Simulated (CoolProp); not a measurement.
A simple Rankine cycle with n-octane: condensing at 319.15 K, boiler at 2.12 MPa, turbine inlet 597.5 K, turbine efficiency 0.7, pump efficiency 0.7, no recuperator. Each further row changes one setting.

Model: reference Helmholtz-energy equation of state, Beckmüller 2019, in CoolProp.

```json
[
 {"case": "as stated", "thermal efficiency (%)": "15.9", "net work (kJ/kg)": "150", "heat in (kJ/kg)": "942", "turbine exit temperature (K)": "521.5", "volume ratio over the turbine": "481"},
 {"case": "turbine inlet 617.5 K", "thermal efficiency (%)": "15.6", "net work (kJ/kg)": "157", "heat in (kJ/kg)": "1010", "turbine exit temperature (K)": "543.2", "volume ratio over the turbine": "452"},
 {"case": "condensing temperature 311.15 K", "thermal efficiency (%)": "16.6", "net work (kJ/kg)": "160", "heat in (kJ/kg)": "961", "turbine exit temperature (K)": "517.6", "volume ratio over the turbine": "707"},
 {"case": "boiler pressure 1.48 MPa", "thermal efficiency (%)": "15.2", "net work (kJ/kg)": "147", "heat in (kJ/kg)": "963", "turbine exit temperature (K)": "530.8", "volume ratio over the turbine": "296"},
 {"case": "turbine efficiency 0.6", "thermal efficiency (%)": "13.6", "net work (kJ/kg)": "128", "heat in (kJ/kg)": "942", "turbine exit temperature (K)": "529.9", "volume ratio over the turbine": "488"}
]
```
